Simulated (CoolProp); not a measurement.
A simple Rankine cycle with R245fa: condensing at 307.15 K, boiler at 0.717 MPa, turbine inlet 354.3 K, turbine efficiency 0.85, pump efficiency 0.7, no recuperator. Each further row changes one setting.

Values from CoolProp's reference Helmholtz-energy equation of state, Akasaka 2015.

```
case                             thermal efficiency (%)  net work (kJ/kg)  heat in (kJ/kg)  turbine exit temperature (K)  volume ratio over the turbine
-------------------------------  ----------------------  ----------------  ---------------  ----------------------------  -----------------------------
as stated                                           8.8              19.5              221                         323.7                           3.57
turbine inlet 374.3 K                               8.7              21.2              ___                         344.7                           3.50
condensing temperature 299.15 K                    10.3               ___              232                         317.7                           4.71
boiler pressure 0.502 MPa                           6.5              14.7              ___                         333.6                           2.44
turbine efficiency 0.75                             7.7               ___              221                         326.2                           3.60
```

**Question.** What belongs in the gaps?

**Answer.** 
- turbine inlet 374.3 K, heat in (kJ/kg): 243
- condensing temperature 299.15 K, net work (kJ/kg): 23.9
- boiler pressure 0.502 MPa, heat in (kJ/kg): 226
- turbine efficiency 0.75, net work (kJ/kg): 17.1
